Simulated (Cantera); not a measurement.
Feed: 1 mol Si, 1.3 mol F2, 81 mol H2, at 1098 K and 1.90e-5 bar.

These are equilibrium values from Cantera (NASA tables, ideal gas, pure condensed phases), not measurements of a reactor. Candidate condensed phases: Si; 25 gas species. The tables' values for SiF3, SiF2 are old estimates; treat these amounts as uncertain. Rates play no part.

Base state: H2 0.991, SiF4 0.00700, SiF3 0.000871, HF 0.000373, SiHF3 0.000173, SiF2 0.000161 (mole fractions); condensed: Si(s).

### Question
What changes in the equilibrium state with this change: pressure from 1.90e-5 bar to 0.100 bar?

### Answer
| species | before | after |
|---|---|---|
| H2 | 0.991 | 0.992 |
| SiF4 | 0.00700 | 0.00673 |
| SiHF3 | 0.000173 | 0.00143 |
| SiF3 | 0.000871 | 9.93e-5 |
| HF | 0.000373 | 4.33e-5 |
| SiF2 | 0.000161 | 2.18e-6 |
| SiH2F2 | 2.18e-6 | 0.000155 |
| Si(s), mol | 0.330 | 0.313 |
The tables' values for SiF3 are old estimates; treat these amounts as uncertain.
